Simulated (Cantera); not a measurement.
A perfectly stirred reactor is fed with C₂H₆ : N₂ = 1 : 6.2 (molar parts), at 31.0 Pa; it is held at 1650 K, and followed from long to short residence time.

Model: GRI-Mech 3.0 (53 species, 325 reactions), integrated in Cantera. GRI-Mech 3.0 stops at C3 and has no aromatics, soot or wall deposition, so with more carbon than oxygen in the feed, carbon stays in small species such as C2H2 where larger ones or solid carbon would form. Radical loss at walls, strong at low pressure, is not modelled.

**Question.** What does this change do: temperature 1650 to 1600 K?

**Answer.** 
```tsv
quantity	before	after
x(C₂H₆) at τ = 4.70 s	0.000387	0.000591
x(H) at τ = 4.70 s	0.00124	0.000974
x(CH₃) at τ = 4.70 s	0.00346	0.00348
x(C₂H₄) at τ = 4.70 s	0.00219	0.00321
x(CH₄) at τ = 4.70 s	0.0243	0.0296
x(C₂H₆) at τ = 0.120 s	0.0124	0.0184
x(H) at τ = 0.120 s	0.00144	0.00107
x(CH₃) at τ = 0.120 s	0.0196	0.0187
x(C₂H₄) at τ = 0.120 s	0.0289	0.0348
x(CH₄) at τ = 0.120 s	0.0454	0.0448
```

**Question.** What does this change do: temperature 1650 to 1998 K?

**Answer.** 
```json
[
 {"quantity": "x(C₂H₆) at τ = 4.70 s", "before": "0.000387", "after": "3.34e-5"},
 {"quantity": "x(H) at τ = 4.70 s", "before": "0.00124", "after": "0.00385"},
 {"quantity": "x(CH₃) at τ = 4.70 s", "before": "0.00346", "after": "0.00266"},
 {"quantity": "x(C₂H₄) at τ = 4.70 s", "before": "0.00219", "after": "0.000264"},
 {"quantity": "x(CH₄) at τ = 4.70 s", "before": "0.0243", "after": "0.00707"},
 {"quantity": "x(C₂H₆) at τ = 0.120 s", "before": "0.0124", "after": "0.00123"},
 {"quantity": "x(H) at τ = 0.120 s", "before": "0.00144", "after": "0.00491"},
 {"quantity": "x(CH₃) at τ = 0.120 s", "before": "0.0196", "after": "0.0184"},
 {"quantity": "x(C₂H₄) at τ = 0.120 s", "before": "0.0289", "after": "0.00620"},
 {"quantity": "x(CH₄) at τ = 0.120 s", "before": "0.0454", "after": "0.0273"}
]
```
